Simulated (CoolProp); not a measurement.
Model: reference Helmholtz-energy equation of state, Akasaka 2023, in CoolProp.

**Question.** Give the vapour pressure (bar), liquid density (kg/m³), vapour density (kg/m³) of saturated R1224YDZ at 89.75, 105.25 °C.

**Answer.** 
```tsv
T (°C)	p (bar)	liquid density (kg/m³)	vapour density (kg/m³)
89.75	9.23	1150	57.6
105.25	12.9	1090	83.7
```
